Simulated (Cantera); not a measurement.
## Pyrogenic steam for wet oxidation

A perfectly stirred reactor is fed with H₂ : O₂ : N₂ = 1.4 : 1 : 3.7 (molar parts), at 31000 Pa; it is held at 948 K, and followed from long to short residence time.

Cantera simulation using GRI-Mech 3.0 (53 species, 325 reactions); the numbers are that mechanism's predictions, not measurements. Below about 950 K walls govern HO2 and H2O2 in real vessels. The temperature is held fixed by assumption; the heat of reaction is taken as removed at once.

| τ (s) | x H₂ | x O₂ | x OH | x NO₂ | x HO₂ |
|---|---|---|---|---|---|
| 4.5 | 0.0123 | 0.0613 | 1.03e-6 | 2.75e-10 | 3.12e-5 |
| 1.3 | 0.0180 | 0.0640 | 2.37e-6 | 1.96e-10 | 3.91e-5 |
| 0.35 | 0.0194 | 0.0647 | 8.12e-6 | 1.91e-10 | 4.29e-5 |
| 0.098 | 0.0223 | 0.0660 | 2.50e-5 | 1.76e-10 | 4.53e-5 |
| 0.027 | 0.0295 | 0.0695 | 6.60e-5 | 1.43e-10 | 4.84e-5 |
| 0.0077 | 0.0429 | 0.0758 | 0.000148 | 1.07e-10 | 5.22e-5 |
| 0.0021 | 0.0658 | 0.0867 | 0.000306 | 7.27e-11 | 5.62e-5 |
x: mole fraction; the columns are a selection and need not sum to one.
